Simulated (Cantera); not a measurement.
## Transport properties of process gases

Gas mixture: 100 % NO, at 1.01 bar, frozen composition.

Cantera's kinetic-theory transport with the Lennard-Jones parameters of GRI-Mech 3.0, ideal gas; thermal conductivity in the mixture-averaged form. The composition is frozen, though it would react at the higher temperatures.

```
T (K)  ρ (kg/m³)  cp (J/kg/K)  μ (µPa s)  λ (mW/m/K)     Pr  D (cm²/s) C2H2  D (cm²/s) CH3  D (cm²/s) NH3
-----  ---------  -----------  ---------  ----------  -----  --------------  -------------  -------------
400        0.914        998.6       23.1        32.4  0.712           0.276          0.370          0.377
650        0.563         1054       32.3        48.2  0.706           0.644          0.855          0.914
900        0.406         1114       40.1        63.0  0.708            1.12           1.48           1.62
1150       0.318         1153       47.0        76.7  0.707            1.69           2.23           2.47
1400       0.261         1181       53.4        89.4  0.706            2.35           3.09           3.44
1650       0.222         1202       59.4         101  0.706            3.09           4.07           4.54
1900       0.192         1219       65.1         112  0.706            3.91           5.14           5.75
2150       0.170         1231       70.5         123  0.706            4.80           6.31           7.07
2400       0.152         1240       75.7         133  0.705            5.75           7.57           8.49
```
D: mixture-averaged diffusion coefficient of that species in the mixture.
